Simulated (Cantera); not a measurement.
Cantera run, input and output.

```python
import numpy as np
import cantera as ct

gas = ct.Solution("gri30.yaml")
gas.TPX = 1525, 2500000, {'CH4': 1, 'O2': 2.56, 'N2': 14.6}
reactor = ct.IdealGasReactor(gas, energy="on", clone=False)
net = ct.ReactorNet([reactor])
net.rtol, net.atol = 1e-08, 1e-16
show = ['CH4', 'O2', 'C2H6', 'CH2O', 'NO']
times = np.geomspace(2e-06, 0.2, 10)

steps = ct.SolutionArray(gas, extra=["t"])
rows = []
print(f"{'t/s':>10s}{'T/K':>9s}{'P/Pa':>11s}" + "".join(f"{s:>11s}" for s in show))
for t in times:
    while net.time < t:
        t_next = net.step()
        steps.append(gas.state, t=t_next)
    rows.append([np.interp(t, steps.t, y) for y in (steps.T, steps.P, *steps(*show).X.T)])
    print(f"{t:10.3e}{rows[-1][0]:9.1f}{rows[-1][1]:11.4g}" + "".join(f"{x:11.3e}" for x in rows[-1][2:]))
rate = np.gradient(steps.T, steps.t)
print("integrator steps:", len(steps.t))
if steps.T.max() > steps.T[0] + 200:
    print(f"time of steepest temperature rise: {steps.t[rate.argmax()]:.4e} s")
gas.TPX = 1525, 2500000, {'CH4': 1, 'O2': 2.56, 'N2': 14.6}
gas.equilibrate("UV")
print(f"equilibrium (UV): T = {gas.T:.1f} K  " + "  ".join(f"{s} {gas[s].X[0]:.3e}" for s in show))
```

It prints:

```
       t/s      T/K       P/Pa        CH4         O2       C2H6       CH2O         NO
 2.000e-06   1525.0    2.5e+06  5.506e-02  1.410e-01  1.228e-08  5.143e-07  5.453e-15
 7.188e-06   1525.0    2.5e+06  5.503e-02  1.409e-01  1.384e-06  1.135e-05  7.661e-14
 2.583e-05   1527.4  2.504e+06  5.450e-02  1.406e-01  9.676e-05  2.201e-04  1.616e-12
 9.283e-05   2819.1  4.657e+06  1.061e-15  3.169e-02  3.863e-29  2.454e-10  8.479e-04
 3.336e-04   2796.8  4.618e+06  1.019e-15  2.697e-02  2.722e-29  2.419e-10  1.081e-02
 1.199e-03   2792.2   4.61e+06  1.026e-15  2.600e-02  2.743e-29  2.416e-10  1.287e-02
 4.309e-03   2792.1   4.61e+06  1.026e-15  2.600e-02  2.743e-29  2.416e-10  1.288e-02
 1.549e-02   2792.1   4.61e+06  1.026e-15  2.600e-02  2.743e-29  2.416e-10  1.288e-02
 5.565e-02   2792.1   4.61e+06  1.026e-15  2.600e-02  2.743e-29  2.416e-10  1.288e-02
 2.000e-01   2792.1   4.61e+06  1.026e-15  2.600e-02  2.743e-29  2.416e-10  1.288e-02
integrator steps: 1965
time of steepest temperature rise: 8.3479e-05 s
equilibrium (UV): T = 2792.1 K  CH4 1.345e-15  O2 2.600e-02  C2H6 4.129e-29  CH2O 2.416e-10  NO 1.288e-02
```

Cantera simulation using GRI-Mech 3.0 (53 species, 325 reactions); the numbers are that mechanism's predictions, not measurements. The pressure lies above the range GRI-Mech 3.0 was tuned for (to about 10 atm).
